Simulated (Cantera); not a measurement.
Feed: 1 mol HMDSO, 0.17 mol O3, 11 mol H2, 24 mol H2O, at 1050 K and 1.00 bar.

Cantera equilibrium calculation (NASA polynomials, part measured and part estimated; ideal gas, pure solids and liquids). Candidate condensed phases: C, C6H6, C7H8, C8H18, H2O, Si, SiC, SiO2; 123 gas species. The feed counts by its element totals alone. Rates play no part.

Base state: H2 0.610, H2O 0.270, CO 0.0785, CO2 0.0410, CH4 0.000683 (mole fractions); condensed: SiO2(β-quartz).

Task: What changes in the equilibrium state with this change: HMDSO replaced by SiH2Cl2?

Result: 
```tsv
species	before	after
H2O	0.270	0.608
H2	0.610	0.338
HCl	0	0.0541
CO	0.0785	0
CO2	0.0410	0
CH4	0.000683	0
SiO2(β-quartz), mol	2.00	1.00
```
